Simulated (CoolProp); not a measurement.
Properties of dimethyl carbonate along the isotherm 315.55 °C.

Values from CoolProp's reference Helmholtz-energy equation of state, Zhou 2011.

| p (MPa) | phase | speed of sound (m/s) | isothermal compressibility (1/MPa) |
|---|---|---|---|
| 0.0776 | gas | 238.2 | 12.95 |
| 0.114 | gas | 237.8 | 8.831 |
| 0.167 | gas | 237.1 | 6.048 |
| 0.245 | gas | 236.1 | 4.142 |
| 0.36 | gas | 234.6 | 2.839 |
| 0.529 | gas | 232.5 | 1.953 |
| 0.776 | gas | 229.2 | 1.353 |
| 1.14 | gas | 224.4 | 0.9453 |
| 1.67 | gas | 216.9 | 0.6728 |
| 2.45 | gas | 205.2 | 0.4934 |
| 3.6 | gas | 185.9 | 0.3887 |
| 5.29 | supercritical | 154.2 | 0.3790 |
| 7.76 | supercritical | 163.7 | 0.2116 |
| 11.4 | supercritical | 278.2 | 0.03771 |
| 16.7 | supercritical | 382.3 | 0.01545 |
| 24.5 | supercritical | 485.3 | 0.008177 |
